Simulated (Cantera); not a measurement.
Input: 1 mol PbO, 0.11 mol H2, held at 1150 °C.

Method: chemical equilibrium by Gibbs-energy minimisation in Cantera with the NASA 1993 tables (ideal gas, pure condensed phases). Candidate condensed phases: H2O, Pb, PbO, PbO2, Pb3O4; 12 gas species. Rates play no part.

Q: At 10.0 Pa, list the 6 most abundant gas species with their mole fractions, and the condensed phases.

A: PbO 0.437, Pb 0.347, O2 0.130, H2O 0.0860, OH 0.000318, O 4.87e-5. Condensed: gas only.
